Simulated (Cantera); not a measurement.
Mixture: 18.0 % H2, 11.1 % O2, 71.0 % N2, at 6.40 bar, adiabatic and at constant volume. Ignition delay is the time to a rise of 400 K.

Cantera simulation using GRI-Mech 3.0 (53 species, 325 reactions); the numbers are that mechanism's predictions, not measurements. The hydrogen kinetics of GRI-Mech 3.0 are dated; newer H2 mechanisms differ, most at raised pressure. Where the delays flatten at high temperature, the 400 K rule measures the pace of heat release, not the induction time.

**Question.** Predict: delay at 1300 K; delay at 1450 K; delay at 1600 K; delay at 1750 K.

**Answer.** 
- delay at 1300 K: 7.96 µs
- delay at 1450 K: 3.77 µs
- delay at 1600 K: 2.41 µs
- delay at 1750 K: 1.83 µs
